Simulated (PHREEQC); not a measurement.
A solution holds 0.011 mol/kgw CdCl2, 0.0001 mol/kgw KCl and 0.13 mol/kgw NiCl2, at 20 °C. Closed to the air; pH follows from the charge balance.

Equilibrium calculation in PHREEQC: ion-association model, wateq4f.dat.

Each row changes one thing in this solution. No solid was allowed to form.

| case | pH | ionic strength (mol/kgw) | Cl- (mol/kgw) | Ni+2 (mol/kgw) | NiCl+ (mol/kgw) | NiCl2 (mol/kgw) | SI of Ni(OH)2 (Ni(OH)2) | SI of CdOHCl (CdOHCl) |
|---|---|---|---|---|---|---|---|---|
| as made | 5.68 | 0.346 | 0.238 | 0.106 | 0.0169 | 0.00665 | -0.58 | -2.23 |
| CdCl2 from 0.011 to 0.022 mol/kgw | ? | 0.354 | ? | 0.106 | 0.0172 | 0.00695 | ? | ? |
| diluted 100-fold with water | 6.47 | 0.00418 | 0.00280 | 0.00129 | 6.88e-6 | 6.07e-8 | ? | -3.88 |
| KCl left out | 5.68 | 0.346 | 0.238 | 0.106 | 0.0169 | 0.00664 | -0.58 | -2.23 |
| CdCl2 replaced by CdI2 at the same molality | 5.68 | 0.351 | 0.221 | 0.108 | 0.0159 | 0.00578 | -0.57 | -2.27 |

Q: Fill in the missing entries.

A: 
- CdCl2 from 0.011 to 0.022 mol/kgw, pH: 5.62
- CdCl2 from 0.011 to 0.022 mol/kgw, Cl- (mol/kgw): 0.245
- CdCl2 from 0.011 to 0.022 mol/kgw, SI of Ni(OH)2 (Ni(OH)2): -0.69
- CdCl2 from 0.011 to 0.022 mol/kgw, SI of CdOHCl (CdOHCl): -1.98
- diluted 100-fold with water, SI of Ni(OH)2 (Ni(OH)2): -0.48
